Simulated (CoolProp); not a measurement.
A Linde-Hampson liquefier for dry air: isothermal reversible compression at 250 K from 1 atm to 5 MPa, throttling to 1 atm, return gas leaving the recuperator 2 K below the feed. Each further row changes one setting.

Model: reference Helmholtz-energy equation of state, Lemmon 2000, in CoolProp. It is a pseudo-pure fit of the blend.

```tsv
case	liquid yield per pass	compression work (kJ/kg of gas)
as stated	___	277
high pressure 10 MPa	___	___
warm-end temperature 280 K	___	___
warm-end gap 7 K	___	277
```

Complete the blanks.


- as stated, liquid yield per pass: 0.036
- high pressure 10 MPa, liquid yield per pass: 0.076
- high pressure 10 MPa, compression work (kJ/kg of gas): 324
- warm-end temperature 280 K, liquid yield per pass: 0.025
- warm-end temperature 280 K, compression work (kJ/kg of gas): 312
- warm-end gap 7 K, liquid yield per pass: 0.023
